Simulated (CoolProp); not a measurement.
Values from CoolProp's reference Helmholtz-energy equation of state, McLinden 2015.

Question: Give the vapour pressure (MPa), liquid density (kg/m³), vapour density (kg/m³), enthalpy of vaporisation (kJ/kg) of saturated the fluoroketone C6F12O (FK-5-1-12) at 325.7, 356.7 K.

Answer: 
```tsv
T (K)	p (MPa)	liquid density (kg/m³)	vapour density (kg/m³)	enthalpy of vaporisation (kJ/kg)
325.7	0.114	1520	14.3	86.9
356.7	0.292	1410	36.1	76.7
```
